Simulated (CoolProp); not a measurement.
Vapour-liquid equilibrium of methanol (1) + benzene (2) at 427 kPa; x and y are mole fractions of (1).

Values from CoolProp's multi-fluid Helmholtz-energy mixture model, de Reuck 1993 and Thol 2012; pair parameters Bell 2016.

| x | bubble temperature (°C) | y at the bubble point | dew temperature at overall composition x (°C) | liquid density (mol/L) |
|---|---|---|---|---|
| 0.05 | 122.7 | 0.251 | 133.0 | 10.00 |
| 0.125 | 113.3 | 0.423 | 129.2 | 10.54 |
| 0.2 | 108.7 | 0.504 | 125.4 | 11.06 |
| 0.275 | 106.4 | 0.549 | 121.4 | 11.61 |
| 0.35 | 105.0 | 0.578 | 117.4 | 12.20 |
| 0.425 | 104.2 | 0.600 | 113.2 | 12.87 |
| 0.5 | 103.7 | 0.621 | 109.0 | 13.61 |
| 0.575 | 103.3 | 0.644 | 105.1 | 14.46 |
| 0.65 | 103.0 | 0.674 | 103.2 | 15.42 |
| 0.725 | 103.0 | 0.713 | 103.0 | 16.51 |
| 0.8 | 103.3 | 0.765 | 103.6 | 17.75 |
| 0.875 | 103.9 | 0.834 | 104.4 | 19.16 |
| 0.95 | 105.1 | 0.926 | 105.4 | 20.77 |

y crosses x between x = 0.65 and 0.725: the model has an azeotrope there.

The pair parameters rest on a limited set of measurements; away from them the model extrapolates.
